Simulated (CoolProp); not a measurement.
Properties of isopentane along the isobar 19600 kPa (Tc = 460.3 K, pc = 3378 kPa, ω = 0.227).

Model: reference Helmholtz-energy equation of state, Lemmon 2006, in CoolProp. It is a short technical equation, of lower accuracy than the large ones.

```csv
T (K),phase,Z,speed of sound (m/s),isothermal compressibility (1/MPa),conductivity (mW/(m K))
213.1,liquid,1.127,1498,0.0008437,141
225.7,liquid,1.080,___,0.0009241,135
238.3,liquid,1.038,1378,0.001013,131
250.9,liquid,1.001,1322,0.001112,___
263.5,liquid,0.9677,1267,0.001222,122
276.1,liquid,0.9381,1214,0.001344,119
288.8,liquid,0.9114,1163,0.001483,115
301.4,liquid,0.8877,___,___,112
314,liquid,___,___,0.001811,109
326.6,liquid,0.8475,1018,0.002008,106
339.2,liquid,0.8307,972.7,0.002232,103
351.8,liquid,0.8157,928.6,0.002486,___
```

Fill in the missing entries.


- 225.7, speed of sound (m/s): 1437
- 250.9, conductivity (mW/(m K)): 126
- 301.4, speed of sound (m/s): 1113
- 301.4, isothermal compressibility (1/MPa): 0.001637
- 314, Z: 0.8665
- 314, speed of sound (m/s): 1065
- 351.8, conductivity (mW/(m K)): 101

Thermal conductivity comes from a separate model (Vassiliou 2015).
